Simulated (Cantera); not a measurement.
Thermodynamics of metals in furnace atmospheres, feed Ni + NH₃ + N₂

Charge: 1 mol Ni, 0.5 mol NH₃, 3.4 mol N₂, equilibrated at 13300 Pa.

Equilibrium computed with Cantera from the NASA thermochemical tables; the gas is ideal and each condensed phase is pure. Candidate condensed phases: Ni; 10 gas species. Rates play no part.

```
T (°C)   x N₂   x H₂       x H      x Ni    x NH₃  n Ni(s)  n Ni(l)
------  -----  -----  --------  --------  -------  -------  -------
1275    0.830  0.170   3.48e-5   1.10e-6  4.60e-7    1.000        0
1325    0.830  0.170   6.02e-5   3.04e-6  4.01e-7    1.000        0
1375    0.829  0.170  0.000101   7.93e-6  3.52e-7    1.000        0
1425    0.829  0.170  0.000163   1.95e-5  3.12e-7    1.000        0
1475    0.829  0.170  0.000258   4.48e-5  2.78e-7        0    1.000
1525    0.829  0.170  0.000398   9.63e-5  2.50e-7        0    1.000
1575    0.829  0.170  0.000599  0.000198  2.25e-7        0    0.999
1625    0.829  0.170  0.000882  0.000392  2.04e-7        0    0.998
1675    0.828  0.170   0.00127  0.000749  1.86e-7        0    0.997
1725    0.828  0.169   0.00181   0.00138  1.70e-7        0    0.994
1775    0.826  0.169   0.00252   0.00247  1.56e-7        0    0.989
```
x: gas mole fraction; n: condensed amount in mol.

From 1275 °C to 1425 °C the condensed part is Ni(s). From 1475 °C to 1775 °C the condensed part is Ni(l). The main Ni-bearing gas is Ni throughout.
